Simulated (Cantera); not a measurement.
Input (Python, Cantera):

```python
import numpy as np
import cantera as ct

gas = ct.Solution("gri30.yaml")
gas.TPX = 373, 13332, {'CH4': 1, 'O2': 1.43, 'N2': 5.37}
flame = ct.FreeFlame(gas, width=0.16)
flame.set_refine_criteria(ratio=3, slope=0.08, curve=0.16)
flame.transport_model = "mixture-averaged"
flame.solve(loglevel=0, auto=True)
z, T = flame.grid, flame.T
thick = (T[-1] - T[0]) / np.gradient(T, z).max()
show = ['CH4', 'O2', 'CH2O', 'N2O', 'NO2', 'CH2CO']
print(f"laminar burning velocity  {flame.velocity[0] * 100:.3f} cm/s")
print(f"burnt temperature         {T[-1]:.1f} K")
print(f"thermal thickness         {thick * 1e3:.4f} mm")
print(f"grid points               {len(z)}")
z0 = z[flame.heat_release_rate.argmax()]
print(f"{'z/mm':>9s}{'T/K':>9s}{'u/(m/s)':>9s}" + "".join(f"{s:>11s}" for s in show))
rows = []
for k in (-3, -2, -1.5, -1, -0.5, -0.25, 0, 0.25, 0.5, 1, 2, 4, 8):
    zz = z0 + k * thick
    rows.append([k * thick, np.interp(zz, z, T), np.interp(zz, z, flame.velocity),
                 *(np.interp(zz, z, flame.X[gas.species_index(s)]) for s in show)])
    print(f"{rows[-1][0] * 1e3:9.3f}{rows[-1][1]:9.1f}{rows[-1][2]:9.3f}" + "".join(f"{x:11.3e}" for x in rows[-1][3:]))
```

Result:

```
laminar burning velocity  48.468 cm/s
burnt temperature         1987.9 K
thermal thickness         3.1835 mm
grid points               142
     z/mm      T/K  u/(m/s)        CH4         O2       CH2O        N2O        NO2      CH2CO
   -9.550    373.2    0.486  1.279e-01  1.829e-01  3.415e-08  3.058e-14  9.940e-11  2.174e-10
   -6.367    375.4    0.491  1.270e-01  1.819e-01  6.719e-07  6.403e-13  1.692e-09  5.636e-09
   -4.775    386.8    0.509  1.254e-01  1.802e-01  5.914e-06  6.270e-12  1.259e-08  6.874e-08
   -3.183    492.5    0.658  1.167e-01  1.720e-01  9.037e-05  1.393e-10  8.367e-08  2.296e-06
   -1.592    982.7    1.349  7.842e-02  1.294e-01  6.269e-04  1.683e-09  2.587e-08  5.907e-05
   -0.796   1375.9    1.918  4.328e-02  8.540e-02  9.356e-04  3.667e-09  1.441e-08  1.730e-04
    0.000   1714.3    2.418  1.270e-02  3.935e-02  5.609e-04  5.504e-09  3.603e-09  1.675e-04
    0.796   1878.9    2.660  1.851e-03  1.311e-02  1.568e-04  5.324e-09  4.844e-10  3.848e-05
    1.592   1926.8    2.724  2.050e-04  3.963e-03  2.735e-05  4.391e-09  1.656e-10  5.147e-06
    3.183   1943.7    2.740  3.534e-06  6.534e-04  7.622e-07  2.918e-09  1.726e-10  2.502e-07
    6.367   1950.1    2.744  1.764e-08  3.472e-04  5.986e-09  1.889e-09  2.084e-10  3.355e-09
   12.734   1957.0    2.752  2.334e-11  2.968e-04  2.041e-10  1.330e-09  2.299e-10  4.869e-12
   25.468   1967.2    2.764  1.838e-14  2.325e-04  2.029e-10  1.156e-09  2.388e-10  1.988e-15
```

Model: GRI-Mech 3.0 (53 species, 325 reactions), integrated in Cantera. Burning velocities carry a grid error of a few per cent, more on coarse grids.
